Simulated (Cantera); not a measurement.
Mixture: C3H8 : O2 : N2 = 1 : 5.75 : 21.6 (molar parts), at 40.0 bar, adiabatic and at constant volume. Ignition delay is the time to a rise of 400 K.

Model: GRI-Mech 3.0 (53 species, 325 reactions), integrated in Cantera. GRI-Mech 3.0 was tuned for natural gas; its chemistry of propane as a main component is partial and can be far from experiment. The pressure lies above the range GRI-Mech 3.0 was tuned for (to about 10 atm).

Problem. What does this change do: pressure from 40.0 bar to 10.0 bar?

Solution. 
```json
[
 {"quantity": "delay at 1048 K", "before": "6.62 ms", "after": "26.8 ms"},
 {"quantity": "delay at 1198 K", "before": "0.526 ms", "after": "1.63 ms"},
 {"quantity": "delay at 1348 K", "before": "55.1 µs", "after": "0.130 ms"},
 {"quantity": "delay at 1498 K", "before": "8.40 µs", "after": "18.6 µs"},
 {"quantity": "apparent activation energy between 1423 and 1573 K", "before": "200 kJ/mol", "after": "200 kJ/mol"}
]
```

Problem. What does this change do: constant pressure in place of constant volume?

Solution. 
```csv
quantity,before,after
delay at 1048 K,6.62 ms,6.78 ms
delay at 1198 K,0.526 ms,0.549 ms
delay at 1348 K,55.1 µs,59.3 µs
delay at 1498 K,8.40 µs,9.35 µs
apparent activation energy between 1423 and 1573 K,200 kJ/mol,200 kJ/mol
```
